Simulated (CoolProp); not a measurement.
Vapour-liquid equilibrium of ethylbenzene (1) + n-nonane (2) at 0.806 MPa; x and y are mole fractions of (1).

Values from CoolProp's multi-fluid Helmholtz-energy mixture model, Zhou 2012 and Lemmon 2006; pair parameters Bell 2016.

Problem. Give the bubble temperature and the first vapour's composition at x = 0.35, 0.45, 0.55. Is there an azeotrope?

Solution. x = 0.35: 516.4 K, y = 0.404; x = 0.45: 514.5 K, y = 0.505; x = 0.55: 512.9 K, y = 0.599. No azeotrope shows between x = 0.05 and 0.95.

Pair parameters are fitted to limited data, so mixtures are less certain than the pure fluids.
